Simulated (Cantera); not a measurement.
Standard-state values (1 bar) from the NASA 1993 polynomials, evaluated with Cantera. Values are per mole of reaction as written; species without (g) are pure solids or liquids, kept so even where they would boil at 1 bar.

2 PbF2 + S2(g) → 2 PbS + 2 F2(g), with ΔH° = 1028.8 kJ and ΔS° = 133.9 J/K at 300 K.

Task: How far is the shortcut ΔG° ≈ ΔH°(300 K) − T·ΔS°(300 K) from the full temperature-dependent value at 650, 700, 750, 800, 850, 900, 950, 1000, 1050, 1100 K?

Result: 
```csv
T (K),shortcut (kJ),full (kJ),difference (kJ),difference in log10 K
650,941.8,945.2,-3.4,0.27
700,935.1,940.2,-5.1,0.38
750,928.4,935.6,-7.2,0.50
800,921.7,931.3,-9.6,0.63
850,915.0,927.3,-12.3,0.76
900,908.3,923.5,-15.2,0.88
950,901.6,919.8,-18.1,1.00
1000,894.9,916.1,-21.2,1.11
1050,888.2,912.5,-24.3,1.21
1100,881.5,909.0,-27.4,1.30
```
The shortcut ignores the heat-capacity change of the reaction.
